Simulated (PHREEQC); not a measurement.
Solution (20 °C): 2.8 mmol/kgw H3PO4, 0.22 mmol/kgw HF and 30 mmol/kgw ZnSO4. Closed to the air; pH follows from the charge balance.

Equilibrium calculation in PHREEQC: ion-association model, wateq4f.dat.

| quantity | before | after |
|---|---|---|
| pH | 2.87 | 2.67 |
| ionic strength (mol/kgw) | 0.0709 | 0.00224 |
| H2PO4- (mol/kgw) | 0.00244 | 0.00218 |
| H3PO4 (mol/kgw) | 0.000362 | 0.000615 |
| HF (mol/kgw) | 0.000124 | 0.000162 |
| F- (mol/kgw) | 8.68e-5 | 5.81e-5 |

Q: What was changed between the two runs?
A. H3PO4 replaced by K2HPO4 at the same molality
B. temperature from 20 to 55 °C
C. diluted 10-fold with water
D. ZnSO4 left out
E. H3PO4 from 0.0028 to 0.00252 mol/kgw

A: D, ZnSO4 left out

This is a speciation only: nothing precipitates in the calculation. H3PO4, which wateq4f.dat lacks, is added to it with the constant of phreeqc.dat. The database has no phosphate complexes of Zn.
